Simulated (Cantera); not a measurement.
Charge: 1 mol Cr, 1.2 mol N₂O, 0.38 mol N₂, 14 mol NH₃, held at 4.00 bar.

Equilibrium computed with Cantera from the NASA thermochemical tables; the gas is ideal and each condensed phase is pure. Candidate condensed phases: Cr, CrN, Cr₂N, Cr₂O₃, H₂O; 29 gas species. Mutual solubility and eutectic melting of coexisting phases are not modelled. Kinetics and transport are ignored.

Question: Which condensed phases are stable at each of these points (T (K)): 975, 1075, 1175, 1275, 1375, 1475, 1575, 1675, 1775, 1875, 1975, 2075, 2175, 2275?

Answer: 
```csv
T (K),condensed phases,Cr condensed (%)
975,CrN(s) + Cr₂O₃(s),100.0
1075,CrN(s) + Cr₂O₃(s),100.0
1175,CrN(s) + Cr₂O₃(s),100.0
1275,CrN(s) + Cr₂O₃(s),100.0
1375,Cr₂N(s) + Cr₂O₃(s),100.0
1475,Cr₂N(s) + Cr₂O₃(s),100.0
1575,Cr₂N(s) + Cr₂O₃(s),100.0
1675,Cr₂N(s) + Cr₂O₃(s),100.0
1775,Cr₂N(s) + Cr₂O₃(s),100.0
1875,Cr(s) + Cr₂O₃(s),99.8
1975,Cr(s) + Cr₂O₃(s),99.4
2075,Cr(s) + Cr₂O₃(s),98.1
2175,Cr(l) + Cr₂O₃(s),94.9
2275,Cr(l) + Cr₂O₃(s),88.0
```

From 975 K to 1275 K the condensed part is CrN(s) + Cr₂O₃(s). From 1375 K to 1775 K the condensed part is Cr₂N(s) + Cr₂O₃(s). From 1875 K to 2075 K the condensed part is Cr(s) + Cr₂O₃(s). From 2175 K to 2275 K the condensed part is Cr(l) + Cr₂O₃(s).
